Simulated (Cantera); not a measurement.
What does this Cantera script print?

```python
import numpy as np
import cantera as ct

gas = ct.Solution("gri30.yaml", transport_model="mixture-averaged")
show = ['C2H2', 'NO', 'N2']

rows = []
print(f"{'T/K':>7s}{'rho':>11s}{'cp':>10s}{'mu':>11s}{'lambda':>11s}{'Pr':>7s}" + "".join(f"{'D_' + s:>11s}" for s in show))
for T in [400, 500, 600, 700, 800, 900, 1000]:
    gas.TPX = T, 100000, {'NO': 0.13}
    Pr = gas.cp_mass * gas.viscosity / gas.thermal_conductivity
    D = [gas.mix_diff_coeffs_mole[gas.species_index(s)] for s in show]
    rows.append([gas.density, gas.cp_mass, gas.viscosity, gas.thermal_conductivity, Pr, *D])
    print(f"{T:7g}{gas.density:11.4e}{gas.cp_mass:10.1f}{gas.viscosity:11.4e}"
          f"{gas.thermal_conductivity:11.4e}{Pr:7.3f}" + "".join(f"{d:11.4e}" for d in D))
print("SI units: kg/m3, J/kg/K, Pa s, W/m/K, m2/s")
```

It prints:

```
    T/K        rho        cp         mu     lambda     Pr     D_C2H2       D_NO       D_N2
    400 9.0222e-01     998.6 2.3120e-05 3.2415e-02  0.712 2.7974e-05 6.7597e-03 3.4324e-05
    500 7.2178e-01    1016.2 2.7036e-05 3.8811e-02  0.708 4.1448e-05 1.0041e-02 5.0319e-05
    600 6.0148e-01    1040.9 3.0618e-05 4.5123e-02  0.706 5.6858e-05 1.3799e-02 6.8560e-05
    700 5.1556e-01    1067.4 3.3953e-05 5.1279e-02  0.707 7.4068e-05 1.8000e-02 8.8899e-05
    800 4.5111e-01    1092.2 3.7097e-05 5.7252e-02  0.708 9.2972e-05 2.2618e-02 1.1122e-04
    900 4.0099e-01    1113.9 4.0086e-05 6.3038e-02  0.708 1.1349e-04 2.7631e-02 1.3543e-04
   1000 3.6089e-01    1132.7 4.2948e-05 6.8643e-02  0.709 1.3554e-04 3.3022e-02 1.6146e-04
SI units: kg/m3, J/kg/K, Pa s, W/m/K, m2/s
```

Cantera simulation using GRI-Mech 3.0 (53 species, 325 reactions); the numbers are that mechanism's predictions, not measurements.
